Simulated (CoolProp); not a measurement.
Vapour-liquid equilibrium of R113 (1) + benzene (2) at 83.55 °C; x and y are mole fractions of (1).

Model: multi-fluid Helmholtz-energy mixture model, Marx 1992 and Thol 2012; pair parameters Bell 2016, in CoolProp.

```tsv
x	bubble pressure (bar)	y at the bubble point	dew pressure at overall composition x (bar)	liquid density (mol/L)
0.05	1.310	0.176	___	10.18
0.125	1.538	0.343	1.251	9.917
0.2	1.726	0.452	1.339	9.664
0.275	1.886	0.533	___	9.422
0.35	2.024	0.597	1.550	9.190
0.425	2.149	0.652	1.676	8.968
0.5	2.263	0.701	1.818	8.755
0.575	2.370	0.746	1.975	8.552
0.65	2.472	0.791	___	8.357
0.725	2.570	0.834	2.320	8.171
0.8	___	0.878	2.493	7.992
0.875	2.759	0.923	2.659	7.821
0.95	2.849	0.969	2.813	7.657
```

Task: Complete the blanks.

Result: 
- 0.05, dew pressure at overall composition x (bar): 1.174
- 0.275, dew pressure at overall composition x (bar): 1.438
- 0.65, dew pressure at overall composition x (bar): 2.145
- 0.8, bubble pressure (bar): 2.666

No azeotrope shows between x = 0.05 and 0.95.

Pair parameters are fitted to limited data, so mixtures are less certain than the pure fluids.
